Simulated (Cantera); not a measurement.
An adiabatic, constant-volume homogeneous reactor starts with 42.9 % CO, 7.30 % H2, 10.5 % O2, 39.3 % N2, equivalence ratio 2.4, at 1475 K and 0.602 atm.

Detailed kinetics in Cantera: GRI-Mech 3.0 (53 species, 325 reactions).

One state of this run: T (K) = 2882; P (bar) = 1.10; x CO = 0.327; x H2 = 0.0165; x O2 = 0.00741; x O = 0.00614; x HO2 = 1.99e-6; x H2O = 0.0499; x NO = 0.00568. x: mole fraction; the columns are a selection and need not sum to one.

Question: Which value of t (s) does it belong to?
A) 0.110
B) 1.32e-5
C) 0.000632
D) 4.79e-5

Answer: A, 0.110
